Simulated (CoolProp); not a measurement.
Vapour-liquid equilibrium of acetone (1) + cyclohexane (2) at 0.574 MPa; x and y are mole fractions of (1).

Model: multi-fluid Helmholtz-energy mixture model, Lemmon 2006 and Zhou 2014; pair parameters Bell 2016, in CoolProp.

| x | bubble temperature (K) | y at the bubble point | dew temperature at overall composition x (K) | liquid density (mol/L) |
|---|---|---|---|---|
| 0.05 | 415.1 | 0.199 | 422.6 | 7.835 |
| 0.125 | 405.7 | 0.371 | 418.9 | 8.094 |
| 0.2 | 400.1 | 0.468 | 415.0 | 8.318 |
| 0.275 | 396.7 | 0.529 | 411.0 | 8.533 |
| 0.35 | 394.4 | 0.574 | 406.8 | 8.752 |
| 0.425 | 392.8 | 0.611 | 402.6 | 8.983 |
| 0.5 | 391.6 | 0.644 | 398.3 | 9.232 |
| 0.575 | 390.6 | 0.677 | 394.4 | 9.503 |
| 0.65 | 389.9 | 0.713 | 391.4 | 9.798 |
| 0.725 | 389.4 | 0.753 | 389.7 | 10.12 |
| 0.8 | 389.2 | 0.801 | 389.2 | 10.47 |
| 0.875 | 389.4 | 0.861 | 389.5 | 10.84 |
| 0.95 | 390.1 | 0.937 | 390.2 | 11.24 |

y crosses x between x = 0.8 and 0.875: the model has an azeotrope there.

Pair parameters are fitted to limited data, so mixtures are less certain than the pure fluids.
